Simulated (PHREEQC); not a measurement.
3.5 g of hydrous ferric oxide (600 m²/g; 0.2 weak and 0.005 strong sites per Fe, Dzombak-Morel constants, diffuse double layer) in 1 kg of water with 0.005 mol/kgw of an inert sodium salt and 0.0017 mol Na2HAsO4 and 1.7e-05 mol CuCl2, at 25 °C; the pH is set by adding NaOH or the inert anion's acid. Oxygen is held at 0.21 atm. The system is closed to CO2. No solid was allowed to form.

The series has 13 steps of pH, from 3 to 9.

Computed with PHREEQC (ion-association model, wateq4f.dat).

Near which pH is half of the Cu sorbed, and on which side is more sorbed?

Near pH 4.2, with more sorbed at higher pH.

At which pH does the surface charge pass through zero?

Near pH 7.3.

The database has no arsenate complexes of Cu. The database's constant for dissolved Cu(OH)2 is higher than later reviews accept. The oxide is taken as insoluble; below pH 4 it would dissolve.
